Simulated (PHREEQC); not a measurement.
Make-up at 20 °C: 0.005 mol HNO3, 0.044 mol ZnSO4 and 0.0014 mol KCl per kg of water. Closed to the air; pH follows from the charge balance.

Model: ion-association model, phreeqc.dat, run in PHREEQC.

Each row changes one thing in this solution. No solid was allowed to form.

```tsv
case	pH	ionic strength (mol/kgw)	Zn+2 (mol/kgw)	SO4-2 (mol/kgw)	ZnSO4 (mol/kgw)	Zn(SO4)2-2 (mol/kgw)
as made	2.62	0.103	0.0253	0.0204	0.0158	0.00280
diluted 2-fold with water	?	0.0564	0.0137	0.0121	0.00748	0.000785
KCl left out	2.62	0.102	0.0253	0.0204	0.0159	0.00281
0.012 mol/kgw CdSO4 added	?	0.124	0.0247	0.0240	0.0160	0.00329
temperature from 20 to 70 °C	?	0.0974	0.0244	0.0190	0.0174	0.00205
ZnSO4 from 0.044 to 0.066 mol/kgw	?	0.146	0.0360	0.0279	0.0242	0.00576
```

**Question.** Fill in the missing entries.

**Answer.** 
- diluted 2-fold with water, pH: 2.85
- 0.012 mol/kgw CdSO4 added, pH: 2.64
- temperature from 20 to 70 °C, pH: 2.88
- ZnSO4 from 0.044 to 0.066 mol/kgw, pH: 2.66

Away from 25 °C the constants follow the database's enthalpies or fits; those with neither stay at their 25 °C values.
